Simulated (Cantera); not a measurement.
## Equilibrium for silicon epitaxy and polysilicon growth: Si2Cl6 + N2

Input: 1 mol Si2Cl6, 24 mol N2, at 898 K and 0.133 bar.

Cantera equilibrium calculation (NASA polynomials, part measured and part estimated; ideal gas, pure solids and liquids). Candidate condensed phases: Si, Si3N4; 13 gas species. The feed counts by its element totals alone. N2 is the only nitrogen source here; it is nearly inert below about 1500 K, so the nitride shown seldom forms there in practice. The numbers say what is thermodynamically allowed, not how fast it happens.

* **x(N2)**: 0.940
* **x(SiCl4)**: 0.0596
* **x(SiCl3)**: 2.63e-6
* **n(Si3N4(s))**: 0.167 mol
* **gas amount**: 25.17 mol
* **log10 activity of Si(s) (absent)**: -8.07
